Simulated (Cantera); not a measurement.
Charge: 1 mol Si3N4, 0.0055 mol C, 0.33 mol N2, equilibrated at 1.00 Torr.

These are equilibrium values from Cantera (NASA tables, ideal gas, pure condensed phases), not measurements of a reactor. Candidate condensed phases: C, Si, SiC, Si3N4; 20 gas species. The tables' values for SiN are old estimates; treat these amounts as uncertain. Rates play no part. All values below are at 1852 °C.

Base state: N2 0.864, Si 0.130, Si2C 0.00202, Si2 0.00179, Si2N 0.00102, SiN 0.000869, Si3 0.000362 (mole fractions); condensed: Si(l).

**Question.** What changes in the equilibrium state with this change: pressure from 1.00 Torr to 1 atm?

**Answer.** 
| species | before | after |
|---|---|---|
| N2 | 0.864 | 1.000 |
| Si | 0.130 | 0.000142 |
| SiN | 0.000869 | 2.82e-5 |
| Si2C | 0.00202 | 6.39e-6 |
| Si3 | 0.000362 | 2.73e-7 |
| Si2 | 0.00179 | 1.63e-6 |
| Si(l), mol | 2.62 | 0 |
| SiC(s), mol | 0 | 0.00550 |
| Si3N4(s), mol | 0 | 0.998 |
Mutual solubility and eutectic melting of coexisting phases are not modelled.
